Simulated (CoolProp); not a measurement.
Vapour pressure (MPa) of n-undecane: the reference equation beside estimates from Tc = 638.8 K, pc = 1.990 MPa, ω = 0.539. Clausius-Clapeyron is anchored at 465.1 K with a constant enthalpy of vaporisation of 41.80 kJ/mol.

Computed with CoolProp (reference Helmholtz-energy equation of state, Aleksandrov 2011). It is a short technical equation, of lower accuracy than the large ones.

```
T (K)   reference  Lee-Kesler  Clausius-Clapeyron  van der Waals  Soave-Redlich-Kwong  Peng-Robinson
-----  ----------  ----------  ------------------  -------------  -------------------  -------------
419.9     0.02552     0.02517             0.02878         0.2872              0.02516        0.02590
428.9     0.03386     0.03356             0.03700         0.3214           (withheld)        0.03433
438       0.04440     0.04421             0.04721         0.3587              0.04420        0.04500
447       0.05728     0.05728             0.05948         0.3983              0.05727        0.05805
456.1     0.07317     0.07345             0.07445         0.4411              0.07349        0.07417
465.1     0.09215     0.09282             0.09215         0.4862              0.09293        0.09345
474.2  (withheld)      0.1163              0.1134         0.5348               0.1165         0.1168
483.2      0.1420      0.1438              0.1381         0.5858               0.1443         0.1442
492.3      0.1739      0.1765              0.1674         0.6405               0.1774         0.1769
501.3      0.2108      0.2143          (withheld)         0.6977               0.2157         0.2146
510.4      0.2539      0.2585              0.2405         0.7587               0.2607         0.2589
519.4      0.3030      0.3088              0.2853         0.8222               0.3119         0.3094
```

Some entries are withheld; supply them.


- 428.9, Soave-Redlich-Kwong: 0.03354
- 474.2, reference: 0.1151
- 501.3, Clausius-Clapeyron: 0.2011

Absolute difference from the reference over all 12 rows, mean and median: Lee-Kesler 1.1 and 1.2 %, Clausius-Clapeyron 4.8 and 4.2 %, van der Waals 471.2 and 396.1 %, Soave-Redlich-Kwong 1.4 and 1.3 %, Peng-Robinson 1.6 and 1.5 %.
